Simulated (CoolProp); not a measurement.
Octamethyltrisiloxane (MDM) at 268.31 K and 5.23 MPa is throttled through a valve to 0.926 MPa with no heat exchange. Each further row changes one setting.

Values from CoolProp's reference Helmholtz-energy equation of state, Thol 2017.

| case | temperature change (K) | final density (kg/m³) |
|---|---|---|
| as stated | (withheld) | 844 |
| outlet pressure 0.278 MPa | (withheld) | (withheld) |
| outlet pressure 1.2 MPa | (withheld) | 844 |

Fill in the missing entries.


- as stated, temperature change (K): +2.1
- outlet pressure 0.278 MPa, temperature change (K): +2.4
- outlet pressure 0.278 MPa, final density (kg/m³): 843
- outlet pressure 1.2 MPa, temperature change (K): +1.9
